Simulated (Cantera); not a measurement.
An isothermal plug-flow reactor at 1050 K and 5.00 bar (inlet), inlet velocity 0.92 m/s, active area per volume 2100 1/m; feed 0.373 % CH4, 4.57 % O2, 95.1 % N2.

Detailed kinetics in Cantera: Deutschmann's 1995 Pt surface mechanism with GRI-Mech 3.0 gas chemistry. Catalytic surfaces can have several steady states; this one follows from the mechanism file's or the stated starting coverage. Mass transfer to the wall is taken as infinitely fast.

Problem. Predict: x(CH4) at z = 0.0051 m; x(O2) at z = 0.0051 m; x(H2O) at z = 0.0051 m; x(CO2) at z = 0.0051 m; x(CO) at z = 0.0051 m; θ(free Pt) at the exit; θ(O*) at the exit; θ(OH*) at the exit.

Solution. 
```json
{
 "x(CH4) at z = 0.0051 m": "0.00143",
 "x(O2) at z = 0.0051 m": "0.0412",
 "x(H2O) at z = 0.0051 m": "0.00457",
 "x(CO2) at z = 0.0051 m": "0.00228",
 "x(CO) at z = 0.0051 m": "8.49e-7",
 "θ(free Pt) at the exit": "0.212",
 "θ(O*) at the exit": "0.786",
 "θ(OH*) at the exit": "0.00235"
}
```
